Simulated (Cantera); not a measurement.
A closed system holds: 1 mol TiO₂, 2.7 mol MgCl₂, 3.5 mol O₂, held at 1125 K and 0.0220 bar.

Equilibrium computed with Cantera from the NASA thermochemical tables; the gas is ideal and each condensed phase is pure. Candidate condensed phases: Mg, MgCl₂, MgO, MgTiO₃, MgTi₂O₅, Mg₂TiO₄, Ti, TiCl₂, TiCl₃, TiCl₄, TiO, TiO₂, Ti₂O₃, Ti₃O₅, Ti₄O₇; 20 gas species. Mutual solubility and eutectic melting of coexisting phases are not modelled. Condensed phases not in the tables: TiOCl, alloys, solid solutions and most ternary compounds. Equilibrium is a limit: real reactors are often held back by kinetics, nucleation or transport.

Base state: Cl₂ 0.543, O₂ 0.442, Cl 0.0102, MgCl₂ 0.00460, ClO 4.61e-5 (mole fractions); condensed: MgO(s) + Mg₂TiO₄(s).

### Question
What changes in the equilibrium state with this change: temperature from 1125 K to 1773 K?

### Answer
```
species           before     after
---------------  -------  --------
O₂                 0.442     0.435
Cl                0.0102     0.314
MgCl₂            0.00460     0.222
Cl₂                0.543    0.0282
O                2.07e-8  0.000417
ClO              4.61e-5  0.000561
MgO(s), mol        0.678         0
Mg₂TiO₄(s), mol    1.000     0.230
MgTiO₃(s), mol         0     0.770
```
Condensed phases not in the tables: alloys, solid solutions and most ternary compounds.

### Question
What changes in the equilibrium state with this change: temperature from 1125 K to 2000 K?

### Answer
| species | before | after |
|---|---|---|
| O₂ | 0.442 | 0.416 |
| Cl | 0.0102 | 0.369 |
| MgCl₂ | 0.00460 | 0.206 |
| Cl₂ | 0.543 | 0.00550 |
| TiOCl₂ | <1e-9 | 2.04e-5 |
| O | 2.07e-8 | 0.00291 |
| MgCl | <1e-9 | 2.55e-5 |
| ClO | 4.61e-5 | 0.000533 |
| MgO(s), mol | 0.678 | 0 |
| Mg₂TiO₄(s), mol | 1.000 | 0.531 |
| MgTi₂O₅(l), mol | 0 | 0.234 |
Condensed phases not in the tables: alloys, solid solutions and most ternary compounds.
